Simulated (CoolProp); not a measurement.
Vapour-liquid equilibrium of dimethyl ether (1) + n-perfluorobutane (2) at 299.4 K; x and y are mole fractions of (1).

Computed with CoolProp (multi-fluid Helmholtz-energy mixture model, Wu 2011 and Gao 2022; pair parameters Bell 2016).

```tsv
x	bubble pressure, mixture model (kPa)	bubble pressure, Raoult's law (kPa)	y, mixture model	y, Raoult's law
0.05	360.0	294.8	0.241	0.104
0.125	473.9	319.8	0.445	0.239
0.2	567.4	344.9	0.557	0.355
0.275	636.3	369.9	0.622	0.455
0.35	682.0	394.9	0.662	0.542
0.425	709.4	419.9	0.686	0.619
0.5	724.4	445.0	0.702	0.687
0.575	732.0	470.0	0.713	0.748
0.65	735.8	495.0	0.721	0.803
0.725	737.4	520.0	0.731	0.853
0.8	735.3	545.1	0.749	0.898
0.875	721.8	570.1	0.787	0.939
0.95	677.4	595.1	0.875	0.977
```

The largest gap from Raoult's law is +72.7 % in bubble pressure, at x = 0.35. y crosses x between x = 0.725 and 0.8: the model has an azeotrope there.

The pair parameters rest on a limited set of measurements; away from them the model extrapolates. With so large a gap from Raoult's law the liquid may split in two, which this calculation doesn't test in full.
